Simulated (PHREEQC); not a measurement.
0.082 g of hydrous ferric oxide (600 m²/g; 0.2 weak and 0.005 strong sites per Fe, Dzombak-Morel constants, diffuse double layer) in 1 kg of water with 0.05 mol/kgw of an inert sodium salt, at 25 °C; the pH is set by adding NaOH or the inert anion's acid. O2 is buffered at 0.21 atm. CO2 from the air is kept out. Precipitation was switched off in this run.

Base run: PHREEQC, ion-association model, wateq4f.dat. Each further column changes one thing. The table gives surface potential ψ (mV).

```csv
pH,base,background salt from 0.05 to 0.005 mol/kgw,oxide from 0.082 to 0.41 g/kgw,7.5e-05 mol/kgw CuSO4 added
3,169,215,169,125
4.33,153,183,153,119
5.67,112,129,112,101
7,56,62,56,85
8.33,-11,-12,-11,37
9.67,-76,-86,-76,-32
11,-128,-148,-128,-95
```

The oxide is taken as insoluble; below pH 4 it would dissolve. In at least one series the solution becomes supersaturated in solids that the run did not let form, among them Cu(OH)2. The database's constant for dissolved Cu(OH)2 is higher than later reviews accept.
